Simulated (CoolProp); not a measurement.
Values from CoolProp's reference Helmholtz-energy equation of state, Wu 2011.

Question: For dimethyl ether, give the phase and the cv (kJ/(kg K)), Joule-Thomson coefficient (K/MPa) at 287.9 K and 7.56 bar; 370.3 K and 1.03 bar.

Answer: 
- 287.9 K and 7.56 bar: liquid; cv 1.52, Joule-Thomson coefficient -0.207
- 370.3 K and 1.03 bar: gas; cv 1.47, Joule-Thomson coefficient 11.3
